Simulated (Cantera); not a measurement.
A closed system holds: 1 mol n-butane, 1.5 mol CO₂, 0.36 mol N₂, at 2975 K and 75.0 Torr.

Method: chemical equilibrium by Gibbs-energy minimisation in Cantera with the NASA 1993 tables (ideal gas, pure condensed phases). Candidate condensed phases: C, C₆H₆, C₇H₈, C₈H₁₈, H₂O; 136 gas species. The numbers say what is thermodynamically allowed, not how fast it happens.

Base state: H₂ 0.345, CO 0.308, H 0.272, N₂ 0.0256, C₂H₂ (acetylene) 0.0200, HCN 0.0180, HNC 0.00333, C₂H 0.00260 (mole fractions); condensed: C(graphite).

Q: What changes in the equilibrium state with this change: temperature from 2975 K to 1125 K?

A: 
```
species            before    after
----------------  -------  -------
H₂                  0.345    0.597
CO                  0.308    0.357
N₂                 0.0256   0.0432
H                   0.272  1.09e-7
C₂H₂ (acetylene)   0.0200  1.37e-8
HCN                0.0180  4.93e-6
C₂H               0.00260    <1e-9
C₃                0.00238    <1e-9
C(graphite), mol     1.74     2.51
```
